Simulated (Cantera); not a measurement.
An isothermal, constant-pressure homogeneous reactor starts with C2H6 : N2 = 1 : 86 (molar parts), at 1850 K and 0.480 bar. Integrator tolerance rtol = 1e-08.

Detailed kinetics in Cantera: GRI-Mech 3.0 (53 species, 325 reactions). GRI-Mech 3.0 stops at C3 and has no aromatics, soot or wall deposition, so with more carbon than oxygen in the feed, carbon stays in small species such as C2H2 where larger ones or solid carbon would form.

### Question
What does this change do: N2 86 to 810 parts?

### Answer
```json
[
 {"quantity": "x(C2H6) at 2.00 s", "before": "1.62e-11 (gas-phase equilibrium 2.07e-12)", "after": "<1e-12 (gas-phase equilibrium <1e-12)"},
 {"quantity": "x(H2) at 2.00 s", "before": "0.0224 (gas-phase equilibrium 0.0224)", "after": "0.00244 (gas-phase equilibrium 0.00244)"},
 {"quantity": "x(CH2) at 2.00 s", "before": "3.65e-9 (gas-phase equilibrium 1.36e-9)", "after": "4.25e-10 (gas-phase equilibrium 5.27e-11)"},
 {"quantity": "x(H) at 2.00 s", "before": "0.000117 (gas-phase equilibrium 0.000117)", "after": "3.86e-5 (gas-phase equilibrium 3.87e-5)"},
 {"quantity": "x(C2H2) at 2.00 s", "before": "0.0112 (gas-phase equilibrium 0.00107)", "after": "0.00117 (gas-phase equilibrium 1.48e-5)"},
 {"quantity": "x(C2H) at 2.00 s", "before": "6.28e-7 (gas-phase equilibrium 6.04e-8)", "after": "1.98e-7 (gas-phase equilibrium 2.51e-9)"}
]
```

### Question
What does this change do: pressure from 0.480 bar to 90.0 Torr?

### Answer
```
quantity                                              before                                      after
-----------------  -----------------------------------------  -----------------------------------------
x(C2H6) at 2.00 s  1.62e-11 (gas-phase equilibrium 2.07e-12)    1.99e-12 (gas-phase equilibrium <1e-12)
x(H2) at 2.00 s        0.0224 (gas-phase equilibrium 0.0224)      0.0223 (gas-phase equilibrium 0.0224)
x(CH2) at 2.00 s     3.65e-9 (gas-phase equilibrium 1.36e-9)    5.54e-9 (gas-phase equilibrium 1.36e-9)
x(H) at 2.00 s     0.000117 (gas-phase equilibrium 0.000117)  0.000233 (gas-phase equilibrium 0.000234)
x(C2H2) at 2.00 s     0.0112 (gas-phase equilibrium 0.00107)     0.0112 (gas-phase equilibrium 0.00107)
x(C2H) at 2.00 s     6.28e-7 (gas-phase equilibrium 6.04e-8)    1.25e-6 (gas-phase equilibrium 1.21e-7)
```
